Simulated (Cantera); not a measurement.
Mixture: 11.2 % CH4, 18.7 % O2, 70.1 % N2, at 0.500 bar, adiabatic and at constant volume. Ignition delay is the time to a rise of 400 K.

Model: GRI-Mech 3.0 (53 species, 325 reactions), integrated in Cantera.

Task: Predict: delay at 1273 K; delay at 1373 K; delay at 1473 K; delay at 1573 K; delay at 1673 K; apparent activation energy between 1573 and 1673 K.

Result: 
- delay at 1273 K: 29.9 ms
- delay at 1373 K: 8.19 ms
- delay at 1473 K: 2.65 ms
- delay at 1573 K: 1.02 ms
- delay at 1673 K: 0.463 ms
- apparent activation energy between 1573 and 1673 K: 170 kJ/mol
